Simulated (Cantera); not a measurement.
A closed system holds: 1 mol C₆H₆, 4.9 mol H₂O, 1.3 mol CO₂, held at 15.0 bar.

Points: T (K) = 1048, 1248, 1448, 1648, 1848, 2048, 2248, 2448, 2648, 2848.

Cantera's Mixture.equilibrate('TP', solver="vcs", rtol=1e-11, max_steps=5000) on the NASA tables stopped like this:

```
ERROR: FAILURE its = 5001!

*******************************************************************************
CanteraError thrown by MultiPhase::equilibrate:
VCS solver failed. Return code: -1
*******************************************************************************
```

Task: What got this run through?

Result: Several could match; the one computed here: The failure is numerical, not chemical. The same input converged with solver="gibbs", rtol=1e-10, max_steps=50000, and the result passed a check of the equilibrium conditions:
```
log10 of partial pressures in bar; condensed amounts in mol
       T/K        H2        CO       H2O       CO2       CH4         H     C(gr)
      1048     0.708     0.499     0.479     0.344     0.182    -7.758     2.422
      1248     0.833     0.817    -0.163    -0.371    -0.287    -5.914    0.3511
      1448     0.873     0.852    -0.652    -1.048    -0.950    -4.599         0
      1648     0.882     0.855    -0.780    -1.313    -1.780    -3.610         0
      1848     0.883     0.855    -0.790    -1.420    -2.535    -2.834         0
      2048     0.882     0.856    -0.782    -1.486    -3.154    -2.209         0
      2248     0.882     0.856    -0.774    -1.535    -3.660    -1.693         0
      2448     0.880     0.855    -0.769    -1.575    -4.080    -1.261         0
      2648     0.877     0.854    -0.766    -1.608    -4.435    -0.894         0
      2848     0.871     0.852    -0.768    -1.636    -4.742    -0.580         0
```

The gas is ideal and each condensed phase is pure.
